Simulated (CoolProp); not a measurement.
Ethanol at several states: Z from the reference equation and from simpler models built on Tc = 514.7 K, pc = 6268 kPa, ω = 0.644; each cubic takes its own stable root.

Values from CoolProp's reference Helmholtz-energy equation of state, Schroeder 2014.

```json
[
 {"T (K)": "264.9", "p (kPa)": "1570", "phase": "liquid", "reference": "0.04032"},
 {"T (K)": "250.2", "p (kPa)": "1490", "phase": "liquid", "reference": "0.03991"},
 {"T (K)": "269.1", "p (kPa)": "285", "phase": "liquid", "reference": "0.007245"},
 {"T (K)": "563.3", "p (kPa)": "297", "phase": "gas", "reference": "0.9908"}
]
```

**Question.** How far does each simpler model (van der Waals, Redlich-Kwong, Soave-Redlich-Kwong, Peng-Robinson) lie from the reference over these 4 states: mean and median of the absolute difference, and the worst?

**Answer.** 
- van der Waals: mean 63.9 %, median 85.0 %, worst +85.5 % at 269.1 K and 285 kPa
- Redlich-Kwong: mean 18.7 %, median 24.8 %, worst +25.1 % at 269.1 K and 285 kPa
- Soave-Redlich-Kwong: mean 13.4 %, median 17.7 %, worst +18.1 % at 250.2 K and 1490 kPa
- Peng-Robinson: mean 3.9 %, median 4.9 %, worst +5.4 % at 250.2 K and 1490 kPa
